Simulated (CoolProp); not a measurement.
Vapour-liquid equilibrium of chloromethane (R40) (1) + isobutene (2) at -18.95 °C; x and y are mole fractions of (1).

The numbers come from the multi-fluid Helmholtz-energy mixture model, Thol 2014 and Lemmon 2005; pair parameters Bell 2016 in CoolProp.

Task: Give the bubble pressure and the first vapour's composition at x = 0.25, 0.45, 0.95. Is there an azeotrope?

Result: x = 0.25: 0.8458 bar, y = 0.432; x = 0.45: 0.9780 bar, y = 0.621; x = 0.95: 1.232 bar, y = 0.967. No azeotrope shows between x = 0.05 and 0.95.

Pair parameters are fitted to limited data, so mixtures are less certain than the pure fluids.
